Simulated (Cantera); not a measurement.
Equilibrium for silicon epitaxy and polysilicon growth: SiH₂Cl₂ + Cl₂ + N₂

A closed system holds: 1 mol SiH₂Cl₂, 0.14 mol Cl₂, 17 mol N₂, equilibrated at 1.00 Torr.

Method: chemical equilibrium by Gibbs-energy minimisation in Cantera with the NASA 1993 tables (ideal gas, pure condensed phases). Candidate condensed phases: NH₄Cl, Si, Si₃N₄; 28 gas species. N₂ is the only nitrogen source here; it is nearly inert below about 1500 K, so the nitride shown seldom forms there in practice. The tables' values for SiCl₃ are old estimates; treat these amounts as uncertain. The numbers say what is thermodynamically allowed, not how fast it happens.

From 875 K to 1425 K the condensed part is Si₃N₄(s). The main Si-bearing gas is SiCl₄ at 875 K and SiCl₂ at 1425 K. The share of Si in condensed phases is highest at 1125 K (82.0 %) and lowest at 1425 K (49.1 %).

```csv
T (K),x N₂,x HCl,x SiCl₂,x H₂,x SiCl₄,n Si₃N₄(s)
875,0.895,0.0789,4.24e-8,0.0149,0.0112,0.264
925,0.895,0.0807,3.41e-7,0.0140,0.0108,0.267
975,0.894,0.0822,2.20e-6,0.0132,0.0104,0.269
1025,0.894,0.0835,1.18e-5,0.0125,0.0100,0.271
1075,0.894,0.0846,5.37e-5,0.0120,0.00963,0.273
1125,0.893,0.0854,0.000212,0.0116,0.00917,0.273
1175,0.893,0.0859,0.000729,0.0113,0.00847,0.272
1225,0.892,0.0856,0.00218,0.0113,0.00729,0.266
1275,0.891,0.0841,0.00549,0.0119,0.00539,0.253
1325,0.889,0.0802,0.0112,0.0136,0.00308,0.229
1375,0.888,0.0735,0.0182,0.0167,0.00130,0.198
1425,0.887,0.0645,0.0249,0.0209,0.000447,0.164
```
x: gas mole fraction; n: condensed amount in mol.
